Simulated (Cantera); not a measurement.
# Transport properties of process gases

Gas mixture: 100 % NH₃, at 10.0 bar, frozen composition.

Cantera's kinetic-theory transport with the Lennard-Jones parameters of GRI-Mech 3.0, ideal gas; thermal conductivity in the multicomponent form. Polar gases are described roughly by these parameters.

```tsv
T (K)	ρ (kg/m³)	cp (J/kg/K)	μ (µPa s)	λ (mW/m/K)	Pr	D (cm²/s) H₂	D (cm²/s) OH	D (cm²/s) N₂
400	5.12	2269	13.9	44.2	0.715	0.137	0.0602	0.0387
500	4.10	2466	17.4	60.1	0.716	0.203	0.0903	0.0585
600	3.41	2662	20.9	77.6	0.717	0.279	0.125	0.0813
700	2.93	2844	24.3	95.9	0.719	0.363	0.164	0.107
800	2.56	3009	27.5	115	0.721	0.456	0.206	0.135
900	2.28	3162	30.6	134	0.723	0.556	0.253	0.166
1000	2.05	3319	33.6	154	0.724	0.665	0.303	0.199
```
D: mixture-averaged diffusion coefficient of that species in the mixture.
